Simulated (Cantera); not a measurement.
Mixture: CH4 : C2H6 : C3H8 : O2 : N2 = 1 : 0.039 : 0.071 : 4.61 : 31.4 (molar parts), equivalence ratio 0.54, at 0.840 bar, adiabatic and at constant pressure. Ignition delay is the time to a rise of 400 K.

Cantera simulation using GRI-Mech 3.0 (53 species, 325 reactions); the numbers are that mechanism's predictions, not measurements. Where the delays flatten at high temperature, the 400 K rule measures the pace of heat release, not the induction time.

**Question.** Predict: delay at 1050 K; delay at 1200 K; delay at 1350 K; delay at 1500 K; delay at 1650 K.

**Answer.** 
```
Quantity           Result
---------------  --------
delay at 1050 K   0.204 s
delay at 1200 K   14.2 ms
delay at 1350 K   1.48 ms
delay at 1500 K  0.318 ms
delay at 1650 K  0.158 ms
```
